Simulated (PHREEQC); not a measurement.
HCl is added in steps, without added water, to 1 kg of water holding 1.6 mmol/kgw Na2SeO3, at 25 °C. No oxygen is let in. No CO2 enters from the air. Nothing may precipitate in this run.

Base run: PHREEQC, ion-association model, wateq4f.dat. Each further column changes one thing. The table gives SeO3-2 (mol/kgw).

```csv
HCl added (mol),base,metal-ligand complexes left out,all activity coefficients set to 1,Davies equation for every ion,Debye-Hückel limiting law
0,0.00154,0.00154,0.00153,0.00154,0.00154
0.00225,1.40e-8,1.40e-8,1.12e-8,1.41e-8,___
0.00375,2.65e-9,2.65e-9,1.95e-9,2.67e-9,___
0.006,7.90e-10,7.90e-10,5.23e-10,8.00e-10,___
0.00825,3.76e-10,3.76e-10,2.29e-10,3.83e-10,4.08e-10
0.00975,2.60e-10,2.60e-10,1.51e-10,2.66e-10,2.87e-10
0.012,1.67e-10,1.67e-10,___,1.72e-10,1.89e-10
```

Q: Fill in the missing entries.

A: 
- 0.00225, Debye-Hückel limiting law: 1.43e-8
- 0.00375, Debye-Hückel limiting law: 2.75e-9
- 0.006, Debye-Hückel limiting law: 8.38e-10
- 0.012, all activity coefficients set to 1: 9.16e-11
